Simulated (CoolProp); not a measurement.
Vapour-liquid equilibrium of toluene (1) + n-dodecane (2) at 396.5 K; x and y are mole fractions of (1).

Model: multi-fluid Helmholtz-energy mixture model, Lemmon 2006 and Lemmon 2004; pair parameters Bell 2016, in CoolProp.

### Question
Give the bubble pressure and the first vapour's composition at x = 0.5, 0.65, 0.95. Is there an azeotrope?

### Answer
x = 0.5: 72.72 kPa, y = 0.961; x = 0.65: 93.94 kPa, y = 0.978; x = 0.95: 136.3 kPa, y = 0.998. No azeotrope shows between x = 0.05 and 0.95.

Pair parameters are fitted to limited data, so mixtures are less certain than the pure fluids.
